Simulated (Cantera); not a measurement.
What does this Cantera script print?

```python
import numpy as np
import cantera as ct

gas_names = """
    Ca CaO CaOH CaO2H2 Ca2 H HO2 H2 H2O H2O2 O OH O2 O3
""".split()
cond_names = """
    Ca(a) Ca(b) Ca(L) CaO(s) CaO(L) CaO2H2(s) H2O(s) H2O(L)
""".split()


# ... load() reads the species with a 1 bar reference pressure and builds the phases ...
atoms = {
    'Ca(OH)2': {'Ca': 1, 'O': 2, 'H': 2},
    'O2': {'O': 2},
}
top_T = {}  # K; cautious upper limits of use, not melting points


# ... equilibrate(T, P, feed) seeds the gas with the atoms and calls Mixture.equilibrate('TP', solver="vcs", rtol=1e-11, max_steps=5000) ...
results = []
feed = {'Ca(OH)2': 1, 'O2': 0.051}  # mol
T = 1823  # K
for P in [10, 52, 270, 1400, 7200, 37000, 190000, 1000000]:
    mix = equilibrate(T, P, feed)
    results.append((T, P, feed, dict(zip(mix.species_names, mix.species_moles))))

top = {s: max(r[3][s] / sum(r[3][g] for g in gas_names) for r in results) for s in gas_names}
cols = sorted((s for s in top if top[s] > 1e-05), key=lambda s: -top[s])[:6]
seen = [c for c in cond_names if any(r[3].get(c, 0) > 1e-12 for r in results)]
print("log10 of partial pressures in bar; condensed amounts in mol")
print(f"{'P/Pa':>10s}" + "".join(f"{s[:9]:>10s}" for s in cols + seen))
for T, P, feed, n in results:
    ng = sum(n[g] for g in gas_names)
    print(f"{P:10.4g}" + "".join(f"{np.log10(max(n[s] / ng * P / 1e5, 1e-99)):10.3f}" for s in cols)
          + "".join(f"{n.get(c, 0):10.4g}" for c in seen))
```

It prints:

```
log10 of partial pressures in bar; condensed amounts in mol
      P/Pa       H2O        O2        H2        OH         H         O    CaO(s)
        10    -4.050    -5.254    -5.599    -5.771    -6.163    -6.449         1
        52    -3.319    -4.577    -5.207    -5.236    -5.967    -6.110         1
       270    -2.597    -3.879    -4.834    -4.700    -5.780    -5.761         1
      1400    -1.879    -3.170    -4.471    -4.164    -5.599    -5.406         1
      7200    -1.166    -2.460    -4.113    -3.630    -5.420    -5.052         1
   3.7e+04    -0.454    -1.749    -3.757    -3.097    -5.242    -4.696         1
   1.9e+05     0.257    -1.038    -3.401    -2.564    -5.064    -4.340         1
     1e+06     0.978    -0.316    -3.041    -2.022    -4.884    -3.979         1
```

Method: chemical equilibrium by Gibbs-energy minimisation in Cantera with the NASA 1993 tables (ideal gas, pure condensed phases).
